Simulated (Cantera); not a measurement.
A Cantera script and what it prints.

```python
import numpy as np
import cantera as ct

gas_names = """
    AL ALI ALI3 ALN ALO ALO2 AL2 AL2I6 AL2O AL2O2 I I2 N NO NO2 NO3 N2 N2O O O2 O3
""".split()
cond_names = """
    AL(cr) AL(L) ALI3(s) ALI3(L) ALN(s) AL2O3(a) AL2O3(L) I2(cr) I2(L)
""".split()


# ... load() reads the species with a 1 bar reference pressure and builds the phases ...
atoms = {
    'Al2O3': {'AL': 2, 'O': 3},
    'I2': {'I': 2},
    'N2': {'N': 2},
}
top_T = {'ALN(s)': 2750}  # K; cautious upper limits of use, not melting points


# ... equilibrate(T, P, feed) seeds the gas with the atoms and calls Mixture.equilibrate('TP', solver="vcs", rtol=1e-11, max_steps=5000) ...
results = []
feed = {'Al2O3': 1, 'I2': 0.22, 'N2': 4.1}  # mol
T = 1523.15  # K
P = 5700  # Pa
mix = equilibrate(T, P, feed)
results.append((T, P, feed, dict(zip(mix.species_names, mix.species_moles))))
x = sorted(zip(gas.X, gas.species_names), reverse=True)
print(f"T = {T:g} K  P = {P:g} Pa  gas = {mix.phase_moles(0):.4g} mol")
print("   x: " + "  ".join(f"{s} {v:.3e}" for v, s in x if v > 0.001))
print("   condensed (mol): " + ("  ".join(f"{mix.phase(i).name} {mix.phase_moles(i):.4g}"
      for i in range(1, mix.n_phases) if mix.phase_moles(i) > 1e-12) or "none"))
```

Result:

```
T = 1523.15 K  P = 5700 Pa  gas = 4.539 mol
   x: N2 9.033e-01  I 9.637e-02
   condensed (mol): AL2O3(a) 1
```

Cantera equilibrium calculation (NASA polynomials, part measured and part estimated; ideal gas, pure solids and liquids).
